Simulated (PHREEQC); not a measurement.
## Acid mine or pickling water (model solution)

Model water analysis in mg/L, 25 °C, pH 2.38, pe 8.4:

```
constituent    mg/L
-----------  ------
Na             46.5
K            0.0568
Ca              103
Mg             32.3
Cl              107
S(6) as SO4     715
Pb            0.624
```

Valence states are taken as typed.

Model: ion-association model, wateq4f.dat, run in PHREEQC.

This is a speciation only: nothing precipitates in the calculation.

Question: Estimate the ionic strength.

Answer: ionic strength 0.0214 mol/kgw.

Question: In which forms is Mg present?

Answer: Mg+2 72 %, MgSO4 28 % of the Mg.
